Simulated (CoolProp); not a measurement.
Aqueous magnesium chloride as a coolant, at 25 °C, 1 atm.

The numbers come from the Melinder's fits for secondary coolants in CoolProp.

| mass % | freezing point (°C) | viscosity (mPa s) | conductivity (W/(m K)) | cp (kJ/(kg K)) | Prandtl number |
|---|---|---|---|---|---|
| 5.2 | -3.1 | 1.08 | 0.595 | 3.888 | 7.04 |
| 7 | -4.7 | 1.13 | 0.592 | 3.785 | 7.24 |
| 8.8 | -6.7 | 1.22 | 0.588 | 3.684 | 7.66 |
| 10.5 | -9.0 | 1.34 | 0.584 | 3.590 | 8.24 |
| 12.3 | -11.8 | 1.49 | 0.579 | 3.493 | 8.96 |
| 14.1 | -15.1 | 1.63 | 0.574 | 3.401 | 9.69 |
| 15.8 | -18.4 | 1.77 | 0.569 | 3.317 | 10.3 |
| 17.6 | -22.4 | 1.91 | 0.563 | 3.233 | 10.9 |
| 19.4 | -27.0 | 2.12 | 0.558 | 3.151 | 12.0 |
| 21.1 | -32.2 | 2.56 | 0.553 | 3.074 | 14.2 |
| 22.9 | -39.2 | 3.79 | 0.547 | 2.989 | 20.7 |
| 24.7 | -48.4 | 8.02 | 0.539 | 2.897 | 43.1 |
